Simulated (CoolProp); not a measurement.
A closed Brayton cycle with dry air: compressor inlet 308.15 K and 2 MPa, high pressure 6.43 MPa, turbine inlet 830 K, compressor efficiency 0.8, turbine efficiency 0.85, recuperator effectiveness 0 (on enthalpy, no pinch check). Each further row changes one setting.

Model: reference Helmholtz-energy equation of state, Lemmon 2000, in CoolProp. It is a pseudo-pure fit of the blend.

```json
[
 {"case": "as stated", "thermal efficiency (%)": "(withheld)", "net work (kJ/kg)": "51.8", "compressor to turbine work": "0.75", "compressor exit (K)": "460.7", "turbine exit (K)": "641.9"},
 {"case": "turbine inlet 780 K", "thermal efficiency (%)": "11.4", "net work (kJ/kg)": "39.1", "compressor to turbine work": "(withheld)", "compressor exit (K)": "460.7", "turbine exit (K)": "601.6"},
 {"case": "compressor inlet 318.15 K", "thermal efficiency (%)": "12.2", "net work (kJ/kg)": "46.6", "compressor to turbine work": "0.77", "compressor exit (K)": "(withheld)", "turbine exit (K)": "641.9"},
 {"case": "high pressure 5.47 MPa", "thermal efficiency (%)": "12.2", "net work (kJ/kg)": "51.6", "compressor to turbine work": "(withheld)", "compressor exit (K)": "(withheld)", "turbine exit (K)": "665.0"},
 {"case": "recuperator effectiveness 0.5", "thermal efficiency (%)": "(withheld)", "net work (kJ/kg)": "51.8", "compressor to turbine work": "0.75", "compressor exit (K)": "460.7", "turbine exit (K)": "641.9"}
]
```

Problem. Fill in the missing entries.

Solution. 
- as stated, thermal efficiency (%): 13.0
- turbine inlet 780 K, compressor to turbine work: 0.80
- compressor inlet 318.15 K, compressor exit (K): 475.3
- high pressure 5.47 MPa, compressor to turbine work: 0.72
- high pressure 5.47 MPa, compressor exit (K): 436.5
- recuperator effectiveness 0.5, thermal efficiency (%): 17.0
